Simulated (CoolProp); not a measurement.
Vapour-liquid equilibrium of R22 (1) + R113 (2) at 0.501 MPa; x and y are mole fractions of (1).

Computed with CoolProp (multi-fluid Helmholtz-energy mixture model, Kamei 1995 and Marx 1992; pair parameters Bell 2016).

| x | bubble temperature (K) | y at the bubble point | dew temperature at overall composition x (K) | liquid density (mol/L) |
|---|---|---|---|---|
| 0.05 | 362.3 | 0.332 | 376.8 | 7.612 |
| 0.125 | ? | 0.636 | 373.2 | 8.178 |
| 0.2 | 324.8 | 0.789 | 369.5 | 8.699 |
| 0.275 | 313.0 | 0.867 | 365.5 | 9.188 |
| 0.35 | 304.3 | 0.910 | 361.2 | 9.662 |
| 0.425 | 297.8 | ? | 356.6 | 10.14 |
| 0.5 | 292.7 | 0.953 | 351.5 | 10.62 |
| 0.575 | 288.7 | 0.964 | 346.0 | 11.12 |
| 0.65 | 285.4 | 0.973 | 339.6 | 11.65 |
| 0.725 | 282.5 | 0.980 | 332.3 | 12.22 |
| 0.8 | 279.8 | ? | 323.3 | 12.84 |
| 0.875 | 277.4 | 0.991 | 311.6 | 13.51 |
| 0.95 | 275.0 | ? | 293.6 | 14.26 |

Some entries are withheld; supply them.


- 0.125, bubble temperature (K): 340.9
- 0.425, y at the bubble point: 0.936
- 0.8, y at the bubble point: 0.986
- 0.95, y at the bubble point: 0.996

No azeotrope shows between x = 0.05 and 0.95.

The pair parameters rest on a limited set of measurements; away from them the model extrapolates. The gap from Raoult's law changes sign with composition, which may be real or a fault of the pair parameters; it wasn't checked against measurements.
